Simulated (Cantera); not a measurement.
A closed system holds: 1 mol B2H6, 28 mol H2, held at 1798 K and 0.200 bar.

Equilibrium computed with Cantera from the NASA thermochemical tables; the gas is ideal and each condensed phase is pure. Candidate condensed phases: B; 7 gas species. The feed counts by its element totals alone. The tables' values for BH2 are old estimates; treat these amounts as uncertain. The numbers say what is thermodynamically allowed, not how fast it happens.

Base state: H2 0.999, H 0.000787, BH2 0.000128 (mole fractions); condensed: B(s).

Task: What changes in the equilibrium state with this change: pressure from 0.200 bar to 0.0100 bar?

Result: 
```json
[
 {"species": "H2", "before": "0.999", "after": "0.996"},
 {"species": "H", "before": "0.000787", "after": "0.00351"},
 {"species": "BH2", "before": "0.000128", "after": "0.000128"},
 {"species": "B(s), mol", "before": "2.00", "after": "2.00"}
]
```

Task: What changes in the equilibrium state with this change: temperature from 1798 K to 2275 K?

Result: 
| species | before | after |
|---|---|---|
| H2 | 0.999 | 0.979 |
| H | 0.000787 | 0.0188 |
| BH2 | 0.000128 | 0.00183 |
| B | 1.57e-8 | 3.69e-5 |
| BH | 3.68e-8 | 1.54e-5 |
| B(s), mol | 2.00 | 1.94 |
Gases not in the tables: B2H6 and higher boranes.

Task: What changes in the equilibrium state with this change: pressure from 0.200 bar to 0.0133 bar?

Result: 
```json
[
 {"species": "H2", "before": "0.999", "after": "0.997"},
 {"species": "H", "before": "0.000787", "after": "0.00304"},
 {"species": "BH2", "before": "0.000128", "after": "0.000128"},
 {"species": "B(s), mol", "before": "2.00", "after": "2.00"}
]
```
